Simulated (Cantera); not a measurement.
A freely propagating, adiabatic, planar premixed flame of H2 : O2 : N2 : H2O = 1 : 0.625 : 2.35 : 0.2 (molar parts), unburnt at 525 K and 60000 Pa; mixture-averaged transport, grid criteria slope 0.08 and curve 0.16, no radiation.

Computed with Cantera and the H2/O2 subset of GRI-Mech 3.0, which has no nitrogen chemistry. Burning velocities carry a grid error of a few per cent, more on coarse grids.

### Question
How do the results move with these cheaper or finer settings: unity-Lewis-number transport; multicomponent transport; multicomponent+Soret transport; grid criteria slope 0.5, curve 1; grid criteria slope 0.25, curve 0.5; grid criteria slope 0.03, curve 0.06?

### Answer
```tsv
setting	laminar burning velocity	thermal thickness	peak x(O)	peak x(H2O2)	grid points
as above	425 cm/s	0.795 mm	0.0113	2.39e-5	118
unity-Lewis-number transport	301 cm/s	0.595 mm	0.0123	9.49e-6	106
multicomponent transport	419 cm/s	0.792 mm	0.0113	2.42e-5	118
multicomponent+Soret transport	392 cm/s	0.780 mm	0.0111	2.50e-5	118
grid criteria slope 0.5, curve 1	490 cm/s	0.950 mm	0.0119	1.91e-5	38
grid criteria slope 0.25, curve 0.5	452 cm/s	0.858 mm	0.0116	2.16e-5	53
grid criteria slope 0.03, curve 0.06	420 cm/s	0.779 mm	0.0113	2.45e-5	277
```
Unity Lewis numbers drop preferential diffusion, which matters most where H2 and H carry the flame; Soret adds thermal diffusion.
